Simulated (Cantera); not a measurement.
A Cantera script and what it prints.

```python
import numpy as np
import cantera as ct

gas_names = """
    CL CL2 H HCL H2 Si SiCL SiCL2 SiCL3 SiCL4 SiH SiHCL3 SiH2 SiH2CL2 SiH3 SiH3CL SiH4 Si2 Si3
""".split()
cond_names = """
    Si(cr) Si(L)
""".split()


def load(file, names, dense=False):
    # The tables refer to 1 bar. Condensed volumes are neglected.
    table = {s.name: s for s in ct.Species.list_from_file(file)}
    out = []
    for n in names:
        d = dict(table[n].input_data)
        d["thermo"] = dict(d["thermo"], **{"reference-pressure": 1e5})
        if dense:
            d["equation-of-state"] = {"model": "constant-volume", "density": "1e6 g/cm^3"}
        out.append(ct.Species.from_dict(d))
    return out


gas = ct.Solution(thermo="ideal-gas", species=load("nasa_gas.yaml", gas_names))
cond = {s.name: ct.Solution(thermo="fixed-stoichiometry", species=[s], name=s.name)
        for s in load("nasa_condensed.yaml", cond_names, dense=True)}
atoms = {
    'SiH2Cl2': {'Si': 1, 'H': 2, 'CL': 2},
    'H2': {'H': 2},
}
top_T = {}  # K; cautious upper limits of use, not melting points


def equilibrate(T, P, feed):
    n = {}
    for name, mol in feed.items():
        for a, k in atoms[name].items():
            n[a] = n.get(a, 0.0) + k * mol
    gas.TPX = T, P, n
    mass = sum(n.values()) * gas.mean_molecular_weight
    gas.equilibrate("TP")
    valid = [c for c in cond.values() if c.min_temp <= T <= top_T.get(c.name, c.max_temp)]
    mix = ct.Mixture([(gas, mass / gas.mean_molecular_weight)] + [(c, 0.0) for c in valid])
    mix.T, mix.P = T, P
    mix.equilibrate("TP", solver="vcs", rtol=1e-11, max_steps=5000)
    return mix


results = []
feed = {'SiH2Cl2': 1, 'H2': 140}  # mol
T = 973.15  # K
P = 1800  # Pa
mix = equilibrate(T, P, feed)
results.append((T, P, feed, dict(zip(mix.species_names, mix.species_moles))))
x = sorted(zip(gas.X, gas.species_names), reverse=True)
print(f"T = {T:g} K  P = {P:g} Pa  gas = {mix.phase_moles(0):.4g} mol")
print("   x: " + "  ".join(f"{s} {v:.3e}" for v, s in x if v > 1e-05))
print("   condensed (mol): " + ("  ".join(f"{mix.phase(i).name} {mix.phase_moles(i):.4g}"
      for i in range(1, mix.n_phases) if mix.phase_moles(i) > 1e-12) or "none"))
```

It prints:

```
T = 973.15 K  P = 1800 Pa  gas = 141.8 mol
   x: H2 9.902e-01  HCL 8.050e-03  SiCL4 9.183e-04  SiHCL3 6.356e-04  SiCL2 1.052e-04  SiCL3 5.807e-05  SiH2CL2 4.595e-05
   condensed (mol): Si(cr) 0.7499
```

Method: chemical equilibrium by Gibbs-energy minimisation in Cantera with the NASA 1993 tables (ideal gas, pure condensed phases). The tables' values for SiCl3 are old estimates; treat these amounts as uncertain.
